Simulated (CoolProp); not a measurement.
The numbers come from the reference Helmholtz-energy equation of state, Span 2003 in CoolProp. It is a short technical equation, of lower accuracy than the large ones.

Q: Give the vapour pressure (kPa), liquid cp (kJ/(kg K)), surface tension (mN/m) of saturated n-heptane at 384.1, 387.8, 395.2 K.

A: 
```json
[
 {"T (K)": "384.1", "p (kPa)": "145", "liquid cp (kJ/(kg K))": "2.62", "surface tension (mN/m)": "11.5"},
 {"T (K)": "387.8", "p (kPa)": "160", "liquid cp (kJ/(kg K))": "2.64", "surface tension (mN/m)": "11.2"},
 {"T (K)": "395.2", "p (kPa)": "193", "liquid cp (kJ/(kg K))": "2.68", "surface tension (mN/m)": "10.5"}
]
```

Surface tension comes from a separate correlation (Mulero 2012).
